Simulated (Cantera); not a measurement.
A perfectly stirred reactor is fed with CO : H₂ : O₂ : N₂ = 1 : 0.063 : 0.531 : 2 (molar parts), at 530000 Pa; it is adiabatic with a 450 K inlet, and is followed from long to short residence time, starting on the burning branch (τ in s: 0.038, 0.02, 0.01, 0.0054, 0.0028, 0.0015, 0.00076, 0.00039, 0.00021, 0.00011, 5.6e-05).

Computed with Cantera and GRI-Mech 3.0 (53 species, 325 reactions). The hydrogen kinetics of GRI-Mech 3.0 are dated; newer H2 mechanisms differ, most at raised pressure.

Q: Predict: blow-out, bracketed by the residence times tried; x(CO) at τ = 38.0 ms; x(H₂) at τ = 38.0 ms; x(O₂) at τ = 38.0 ms; x(H₂O) at τ = 38.0 ms; x(N₂O) at τ = 38.0 ms; x(CO) at τ = 1.50 ms; x(H₂) at τ = 1.50 ms; x(O₂) at τ = 1.50 ms; x(H₂O) at τ = 1.50 ms; x(N₂O) at τ = 1.50 ms.

A: 
```
Quantity                                                                          Result
------------------------------------------------  --------------------------------------
blow-out, bracketed by the residence times tried  burning at 56.0 µs, the shortest tried
x(CO) at τ = 38.0 ms                                                              0.0395
x(H₂) at τ = 38.0 ms                                                            0.000420
x(O₂) at τ = 38.0 ms                                                              0.0163
x(H₂O) at τ = 38.0 ms                                                             0.0185
x(N₂O) at τ = 38.0 ms                                                            6.93e-7
x(CO) at τ = 1.50 ms                                                              0.0604
x(H₂) at τ = 1.50 ms                                                            0.000680
x(O₂) at τ = 1.50 ms                                                              0.0278
x(H₂O) at τ = 1.50 ms                                                             0.0172
x(N₂O) at τ = 1.50 ms                                                            1.21e-6
```
